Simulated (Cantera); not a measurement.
Input: 1 mol CaF2, 130 mol H2, at 0.133 bar.

Cantera equilibrium calculation (NASA polynomials, part measured and part estimated; ideal gas, pure solids and liquids). Candidate condensed phases: Ca, CaF2; 15 gas species. The numbers say what is thermodynamically allowed, not how fast it happens.

Which condensed phases are stable at each of these points (T (K)): 1198, 1248, 1298, 1348, 1398, 1448, 1498, 1548, 1598, 1648, 1698, 1748, 1798?


```csv
T (K),condensed phases,Ca condensed (%)
1198,CaF2(s),100.0
1248,CaF2(s),100.0
1298,CaF2(s),100.0
1348,CaF2(s),100.0
1398,CaF2(s),99.9
1448,CaF2(s),99.8
1498,CaF2(s),99.5
1548,CaF2(s),98.8
1598,CaF2(s),97.2
1648,CaF2(s),93.9
1698,CaF2(l),87.1
1748,CaF2(l),74.8
1798,CaF2(l),52.6
```

From 1198 K to 1648 K the condensed part is CaF2(s). From 1698 K to 1798 K the condensed part is CaF2(l).
